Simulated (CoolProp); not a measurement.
The numbers come from the reference Helmholtz-energy equation of state, Wagner 2002 in CoolProp.

### Question
Give the vapour pressure (bar), liquid density (kg/m³), liquid viscosity (µPa s) of saturated water at 472, 503.9, 551.8 K.

### Answer
```csv
T (K),p (bar),liquid density (kg/m³),liquid viscosity (µPa s)
472,15.2,866,135
503.9,28.4,826,116
551.8,62.9,753,94.1
```

Viscosity comes from a separate model (Huber 2009).
